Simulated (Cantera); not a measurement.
A counterflow diffusion flame at 110000 Pa, nozzles 20 mm apart: fuel side C3H8 = 1 (molar parts) at 450 K, oxidiser side O2 : N2 = 0.21 : 0.79 (molar parts) at 400 K, fuel mass flux 1.4 times the oxidiser's; mixture-averaged transport, no radiation.

Cantera simulation using GRI-Mech 3.0 (53 species, 325 reactions); the numbers are that mechanism's predictions, not measurements. GRI-Mech 3.0 was tuned for natural gas; its chemistry of propane as a main component is partial and can be far from experiment. GRI-Mech 3.0 has no aromatics or soot, which form on the fuel side of real flames. The maximum strain rate includes the flame's own expansion and is several times the mean.

x: mole fraction; the columns are a selection and need not sum to one.

| oxidiser flux (kg/m²/s) | max strain (1/s) | mean strain (1/s) | T max (K) | peak x OH | peak x H | peak x NO | peak x CO | peak x C2H2 |
|---|---|---|---|---|---|---|---|---|
| 0.28 | 205 | 29.8 | 2062 | 0.00693 | 0.00384 | 0.000259 | 0.0630 | 0.0402 |
| 0.43 | 301 | 45.7 | 2035 | 0.00689 | 0.00417 | 0.000236 | 0.0629 | 0.0376 |
| 0.67 | 450 | 71.3 | 2010 | 0.00684 | 0.00453 | 0.000210 | 0.0630 | 0.0350 |
| 1 | 648 | 106 | 1985 | 0.00671 | 0.00482 | 0.000183 | 0.0633 | 0.0325 |
| 1.6 | ? | 170 | 1950 | 0.00641 | 0.00508 | ? | 0.0642 | ? |
| 2.5 | ? | 266 | 1910 | 0.00592 | 0.00516 | ? | 0.0657 | ? |
| 4 | 2300 | 426 | 1853 | 0.00511 | 0.00494 | 6.09e-5 | 0.0688 | 0.0196 |

### Question
Some entries are withheld; supply them.

### Answer

- 1.6, max strain (1/s): 992
- 1.6, peak x NO: 0.000145
- 1.6, peak x C2H2: 0.0291
- 2.5, max strain (1/s): 1490
- 2.5, peak x NO: 0.000105
- 2.5, peak x C2H2: 0.0251
